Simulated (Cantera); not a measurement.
A closed system holds: 1 mol SiO2, 26 mol HCl, equilibrated at 1.00 bar.

Equilibrium computed with Cantera from the NASA thermochemical tables; the gas is ideal and each condensed phase is pure. Candidate condensed phases: H2O, Si, SiO2; 30 gas species. The tables hold silica as quartz up to 1696 K and as liquid above; real silica turns to tridymite and cristobalite and melts near 1996 K. Kinetics and transport are ignored.

Task: Which condensed phases are stable at each of these points (T (°C)): 425, 475, 525, 575, 625, 675, 725, 775, 825, 875, 925, 975, 1025, 1075?

Result: 
```csv
T (°C),condensed phases,Si condensed (%)
425,SiO2(α-quartz),100.0
475,SiO2(α-quartz),100.0
525,SiO2(α-quartz),99.9
575,SiO2(β-quartz),99.9
625,SiO2(β-quartz),99.8
675,SiO2(β-quartz),99.8
725,SiO2(β-quartz),99.7
775,SiO2(β-quartz),99.7
825,SiO2(β-quartz),99.6
875,SiO2(β-quartz),99.5
925,SiO2(β-quartz),99.4
975,SiO2(β-quartz),99.3
1025,SiO2(β-quartz),99.1
1075,SiO2(β-quartz),99.0
```

From 425 °C to 525 °C the condensed part is SiO2(α-quartz). From 575 °C to 1075 °C the condensed part is SiO2(β-quartz).
